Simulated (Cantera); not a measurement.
Feed: 1 mol Al, a varied amount of N2, equilibrated at 2175 K and 0.0200 bar.

Method: chemical equilibrium by Gibbs-energy minimisation in Cantera with the NASA 1993 tables (ideal gas, pure condensed phases). Candidate condensed phases: Al, AlN; 5 gas species. Rates play no part.

x: gas mole fraction; n: condensed amount in mol.

| n(N2) (mol) | x N2 | x Al | x Al2 | x N | x AlN | n AlN(s) |
|---|---|---|---|---|---|---|
| 1.3 | 0.833 | 0.167 | 7.39e-5 | 5.95e-8 | 9.55e-9 | 0.821 |
| 7.2 | 0.878 | 0.122 | 3.92e-5 | 6.11e-8 | 7.14e-9 | 0 |
| 13 | 0.929 | 0.0714 | 1.34e-5 | 6.28e-8 | 4.30e-9 | 0 |
| 19 | 0.950 | (withheld) | (withheld) | 6.35e-8 | (withheld) | 0 |
| 25 | 0.962 | 0.0385 | 3.90e-6 | 6.39e-8 | 2.36e-9 | 0 |
| 31 | 0.969 | (withheld) | (withheld) | 6.41e-8 | (withheld) | 0 |
| 37 | 0.974 | 0.0263 | 1.83e-6 | 6.43e-8 | 1.62e-9 | 0 |

**Question.** Fill in the missing entries.

**Answer.** 
- 31, x Al: 0.0312
- 31, x Al2: 2.57e-6
- 31, x AlN: 1.92e-9
- 19, x Al: 0.0500
- 19, x Al2: 6.59e-6
- 19, x AlN: 3.05e-9
